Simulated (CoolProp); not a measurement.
Vapour-liquid equilibrium of CH2F2 (R32) (1) + dimethyl ether (2) at 248.7 K; x and y are mole fractions of (1).

Model: multi-fluid Helmholtz-energy mixture model, Tillner-Roth 1997 and Wu 2011; pair parameters Bell 2016, in CoolProp.

```json
[
 {"x": "0.05", "bubble pressure (MPa)": "0.1131", "y at the bubble point": "0.134", "dew pressure at overall composition x (MPa)": "0.1064", "liquid density (mol/L)": "16.17"},
 {"x": "0.2", "bubble pressure (MPa)": "0.1477", "y at the bubble point": "0.437", "dew pressure at overall composition x (MPa)": "0.1191", "liquid density (mol/L)": "16.87"},
 {"x": "0.35", "bubble pressure (MPa)": "0.1852", "y at the bubble point": "0.633", "dew pressure at overall composition x (MPa)": "0.1356", "liquid density (mol/L)": "17.62"},
 {"x": "0.5", "bubble pressure (MPa)": "?", "y at the bubble point": "0.763", "dew pressure at overall composition x (MPa)": "?", "liquid density (mol/L)": "18.44"},
 {"x": "0.65", "bubble pressure (MPa)": "0.2600", "y at the bubble point": "0.854", "dew pressure at overall composition x (MPa)": "0.1894", "liquid density (mol/L)": "19.32"},
 {"x": "0.8", "bubble pressure (MPa)": "0.2953", "y at the bubble point": "0.923", "dew pressure at overall composition x (MPa)": "0.2370", "liquid density (mol/L)": "?"},
 {"x": "0.95", "bubble pressure (MPa)": "0.3301", "y at the bubble point": "0.981", "dew pressure at overall composition x (MPa)": "0.3110", "liquid density (mol/L)": "21.40"}
]
```

Problem. Complete the blanks.

Solution. 
- 0.5, bubble pressure (MPa): 0.2232
- 0.5, dew pressure at overall composition x (MPa): 0.1579
- 0.8, liquid density (mol/L): 20.30

No azeotrope shows between x = 0.05 and 0.95.

Pair parameters are fitted to limited data, so mixtures are less certain than the pure fluids. The gap from Raoult's law changes sign with composition, which may be real or a fault of the pair parameters; it wasn't checked against measurements.
